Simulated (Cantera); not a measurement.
**Ammonia decomposition in nitride growth gas**

A perfectly stirred reactor is fed with NH₃ : N₂ = 1 : 6.3 (molar parts), at 0.987 atm; it is held at 1825 K, and followed from long to short residence time.

Cantera simulation using the gas-phase N/H chemistry of the illustrative SiF4/NH3 mechanism in the Surface Chemkin manual (1991); the numbers are that mechanism's predictions, not measurements. Walls and surfaces, which speed up NH3 decomposition in real reactors, are not modelled.

```
τ (s)    x NH₃     x H₂      x N     x NH     x NH₂
------  ------  -------  -------  -------  --------
4.4     0.0144    0.162  1.16e-7  8.77e-7   2.76e-5
2.0     0.0243    0.149  1.35e-7  1.16e-6   4.15e-5
0.94    0.0392    0.129  1.48e-7  1.46e-6   5.97e-5
0.43    0.0604    0.101  1.53e-7  1.76e-6   8.26e-5
0.20    0.0838   0.0701  1.47e-7  1.98e-6  0.000106
0.093    0.105   0.0426  1.27e-7  2.07e-6  0.000128
0.043    0.119   0.0230  9.32e-8  1.99e-6  0.000146
0.020    0.128   0.0115  5.58e-8  1.78e-6  0.000162
0.0091   0.133  0.00536  2.71e-8  1.49e-6  0.000173
0.0042   0.135  0.00241  1.20e-8  1.23e-6  0.000178
0.0020   0.136  0.00106  5.38e-9  1.02e-6  0.000172
```
x: mole fraction; the columns are a selection and need not sum to one.
